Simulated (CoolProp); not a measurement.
Vapour-liquid equilibrium of R125 (1) + R1234yf (2) at 12.1 bar; x and y are mole fractions of (1).

Values from CoolProp's multi-fluid Helmholtz-energy mixture model, Lemmon 2005 and Lemmon 2022; pair parameters Bell 2023.

Question: Give the bubble temperature and the first vapour's composition at x = 0.05, 0.2, 0.8. Is there an azeotrope?

Answer: x = 0.05: 318.3 K, y = 0.078; x = 0.2: 313.4 K, y = 0.287; x = 0.8: 297.6 K, y = 0.868. No azeotrope shows between x = 0.05 and 0.95.

The pair parameters rest on a limited set of measurements; away from them the model extrapolates.
